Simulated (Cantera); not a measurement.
A perfectly stirred reactor is fed with H2 : O2 : N2 = 1 : 1.04 : 3.92 (molar parts), equivalence ratio 0.48, at 340000 Pa; it is adiabatic with a 450 K inlet, and is followed from long to short residence time, starting on the burning branch (τ in s: 0.058, 0.027, 0.013, 0.0062, 0.0029, 0.0014, 0.00065, 0.00031, 0.00015, 6.9e-05, 3.3e-05, 1.6e-05, 7.3e-06).

Cantera simulation using GRI-Mech 3.0 (53 species, 325 reactions); the numbers are that mechanism's predictions, not measurements. The hydrogen kinetics of GRI-Mech 3.0 are dated; newer H2 mechanisms differ, most at raised pressure.

Task: Predict: blow-out, bracketed by the residence times tried; x(H2) at τ = 58.0 ms; x(O2) at τ = 58.0 ms; x(HO2) at τ = 58.0 ms; x(NO2) at τ = 58.0 ms; x(NO) at τ = 58.0 ms; x(H2) at τ = 0.650 ms; x(O2) at τ = 0.650 ms; x(HO2) at τ = 0.650 ms; x(NO2) at τ = 0.650 ms; x(NO) at τ = 0.650 ms.

Result: 
| Quantity | Value |
|---|---|
| blow-out, bracketed by the residence times tried | burning at 16.0 µs, out at 7.30 µs |
| x(H2) at τ = 58.0 ms | 7.33e-5 |
| x(O2) at τ = 58.0 ms | 0.0987 |
| x(HO2) at τ = 58.0 ms | 2.26e-6 |
| x(NO2) at τ = 58.0 ms | 3.76e-8 |
| x(NO) at τ = 58.0 ms | 6.55e-6 |
| x(H2) at τ = 0.650 ms | 0.00140 |
| x(O2) at τ = 0.650 ms | 0.0984 |
| x(HO2) at τ = 0.650 ms | 3.26e-5 |
| x(NO2) at τ = 0.650 ms | 2.67e-8 |
| x(NO) at τ = 0.650 ms | 5.23e-6 |
